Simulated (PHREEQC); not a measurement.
PHREEQC input (ion-association model, wateq4f.dat):

```
SOLUTION_MASTER_SPECIES
  An  An-  0  An  62.0  # stands for a non-complexing anion
SOLUTION_SPECIES
  An- = An-
    -log_k 0
    -gamma 3.0 0
PHASES
  Fix_H+
    H+ = H+
    -log_k 0
SOLUTION 1
  temp 25
  units mmol/kgw
  pH 7 charge
  Na 300
  An 300
END
SELECTED_OUTPUT 1
  -reset false
  -pH true
  -pe true
  -ionic_strength true
  -water true
  -totals Na
  -molalities Hfo_wOH Hfo_wOH2+ Hfo_wO- Hfo_sOH Hfo_sOH2+ Hfo_sO-
USER_PUNCH 1
  -headings sigma psi
  10 PUNCH EDL("sigma", "Hfo"), EDL("psi", "Hfo")
PRINT
  -reset false
USE solution 1
SURFACE 1
  Hfo_wOH 0.000247191 600 0.11
  Hfo_sOH 6.17978e-06
EQUILIBRIUM_PHASES 1
  Fix_H+ -3 HAn 10
    -force_equality true
  O2(g) -0.68 10
END
# ... the last block is repeated for the other 12 points of pH, with NaOH or the acid as the point needs
```

Selected output (columns that matter, 13 of 13 rows; pH added in front):

```
pH	mu	Na	m_Hfo_wOH	m_Hfo_wOH2+	m_Hfo_wO-	m_Hfo_sOH	m_Hfo_sOH2+	m_Hfo_sO-	sigma	psi
3	0.3014	0.3	1.6687e-06	0.00024552	2.5981e-10	4.1717e-08	6.1381e-06	6.4953e-12	0.36793	0.12555
3.5	0.30053	0.3	5.0766e-06	0.00024211	2.4386e-09	1.2692e-07	6.0528e-06	6.0964e-11	0.36282	0.12491
4	0.30025	0.3	1.4311e-05	0.00023286	2.015e-08	3.5778e-07	5.8215e-06	5.0374e-10	0.34893	0.12296
4.5	0.30015	0.3	3.4509e-05	0.00021255	1.2835e-07	8.6273e-07	5.3138e-06	3.2088e-09	0.31833	0.11834
5	0.30011	0.3	6.6553e-05	0.00018007	5.635e-07	1.6638e-06	4.5019e-06	1.4087e-08	0.26901	0.1099
5.5	0.30008	0.3	0.00010336	0.00014211	1.722e-06	2.5839e-06	3.5528e-06	4.3051e-08	0.21039	0.097708
6	0.30005	0.3	0.00013645	0.00010675	3.9956e-06	3.4112e-06	2.6687e-06	9.9891e-08	0.15398	0.082618
6.5	0.30004	0.3	0.00016141	7.8146e-05	7.6373e-06	4.0352e-06	1.9537e-06	1.9093e-07	0.10566	0.065368
7	0.30002	0.3	0.00017759	5.69e-05	1.2698e-05	4.4398e-06	1.4225e-06	3.1745e-07	0.066239	0.046397
7.5	0.30001	0.3	0.00018639	4.1732e-05	1.9071e-05	4.6597e-06	1.0433e-06	4.7678e-07	0.033958	0.026026
8	0.3	0.3	0.00018965	3.0752e-05	2.6793e-05	4.7412e-06	7.6879e-07	6.6982e-07	0.0059325	0.004737
8.5	0.30001	0.30002	0.00018841	2.2283e-05	3.6496e-05	4.7103e-06	5.5708e-07	9.124e-07	-0.021299	-0.016733
9	0.30003	0.30005	0.00018226	1.5347e-05	4.9586e-05	4.5565e-06	3.8367e-07	1.2396e-06	-0.05131	-0.037584
```

The oxide is taken as insoluble; below pH 4 it would dissolve.
